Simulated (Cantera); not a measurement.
An isothermal, constant-pressure homogeneous reactor starts with 0.249 % CO, 0.298 % O2, 0.0119 % H2O, 99.4 % N2, equivalence ratio 0.42, at 1500 K and 0.355 atm.

Model: GRI-Mech 3.0 (53 species, 325 reactions), integrated in Cantera.

x: mole fraction; the columns are a selection and need not sum to one.

| t (s) | x CO | x O2 | x H2O | x H | x H2O2 | x HO2 |
|---|---|---|---|---|---|---|
| 0.000500 | 0.00249 | 0.00298 | 0.000119 | 1.44e-11 | <1e-12 | 9.02e-12 |
| 0.00102 | 0.00249 | 0.00298 | 0.000119 | 6.28e-11 | <1e-12 | 1.49e-11 |
| 0.00206 | 0.00249 | 0.00298 | 0.000119 | 2.69e-10 | <1e-12 | 2.56e-11 |
| 0.00419 | 0.00249 | 0.00298 | 0.000119 | 1.23e-9 | <1e-12 | 6.80e-11 |
| 0.00851 | 0.00249 | 0.00298 | 0.000119 | 7.72e-9 | <1e-12 | 3.71e-10 |
| 0.0173 | 0.00248 | 0.00298 | 0.000119 | 1.47e-7 | <1e-12 | 6.29e-9 |
| 0.0351 | 0.00222 | 0.00275 | 9.60e-5 | 2.56e-5 | 1.39e-10 | 8.13e-8 |
| 0.0713 | 0.00106 | 0.00198 | 3.42e-5 | 0.000135 | 2.77e-10 | 8.40e-8 |
| 0.145 | 0.000537 | 0.00186 | 6.45e-5 | 7.30e-5 | 3.10e-10 | 7.86e-8 |
| 0.294 | 0.000222 | 0.00180 | 9.74e-5 | 1.94e-5 | 1.79e-10 | 5.86e-8 |
| 0.597 | 7.73e-5 | 0.00176 | 0.000111 | 3.94e-6 | 7.00e-11 | 3.31e-8 |
| 1.21 | 2.55e-5 | 0.00174 | 0.000115 | 7.87e-7 | 2.52e-11 | 1.40e-8 |
| 2.46 | (withheld) | 0.00174 | 0.000117 | (withheld) | 9.40e-12 | (withheld) |
| 5.00 | 3.33e-6 | 0.00174 | 0.000118 | 4.30e-8 | 3.77e-12 | 1.54e-9 |

Fill in the missing entries.


- 2.46, x CO: 8.82e-6
- 2.46, x H: 1.73e-7
- 2.46, x HO2: 4.80e-9
